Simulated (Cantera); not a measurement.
What does this Cantera script print?

```python
import numpy as np
import cantera as ct

gas = ct.Solution("gri30.yaml", transport_model="multicomponent")
show = ['H2', 'O', 'NO']

rows = []
print(f"{'T/K':>7s}{'rho':>11s}{'cp':>10s}{'mu':>11s}{'lambda':>11s}{'Pr':>7s}" + "".join(f"{'D_' + s:>11s}" for s in show))
for T in [400, 500, 600, 700, 800, 900, 1000, 1100]:
    gas.TPX = T, 3100, {'N2O': 0.65}
    Pr = gas.cp_mass * gas.viscosity / gas.thermal_conductivity
    D = [gas.mix_diff_coeffs_mole[gas.species_index(s)] for s in show]
    rows.append([gas.density, gas.cp_mass, gas.viscosity, gas.thermal_conductivity, Pr, *D])
    print(f"{T:7g}{gas.density:11.4e}{gas.cp_mass:10.1f}{gas.viscosity:11.4e}"
          f"{gas.thermal_conductivity:11.4e}{Pr:7.3f}" + "".join(f"{d:11.4e}" for d in D))
print("SI units: kg/m3, J/kg/K, Pa s, W/m/K, m2/s")
```

Output:

```
    T/K        rho        cp         mu     lambda     Pr       D_H2        D_O       D_NO
    400 4.1025e-02     970.3 1.9459e-05 2.5299e-02  0.746 3.5253e-03 1.3724e-03 8.4412e-04
    500 3.2820e-02    1042.5 2.3570e-05 3.2964e-02  0.745 5.1640e-03 2.0304e-03 1.2530e-03
    600 2.7350e-02    1101.3 2.7324e-05 4.0429e-02  0.744 7.0324e-03 2.7825e-03 1.7209e-03
    700 2.3443e-02    1150.2 3.0799e-05 4.7670e-02  0.743 9.1156e-03 3.6222e-03 2.2438e-03
    800 2.0512e-02    1191.6 3.4048e-05 5.4682e-02  0.742 1.1402e-02 4.5444e-03 2.8182e-03
    900 1.8233e-02    1226.6 3.7113e-05 6.1443e-02  0.741 1.3882e-02 5.5450e-03 3.4417e-03
   1000 1.6410e-02    1254.7 4.0022e-05 6.7878e-02  0.740 1.6548e-02 6.6207e-03 4.1120e-03
   1100 1.4918e-02    1275.5 4.2800e-05 7.3896e-02  0.739 1.9392e-02 7.7687e-03 4.8274e-03
SI units: kg/m3, J/kg/K, Pa s, W/m/K, m2/s
```

Computed with Cantera and GRI-Mech 3.0 (53 species, 325 reactions). The composition is frozen, though it would react at the higher temperatures.
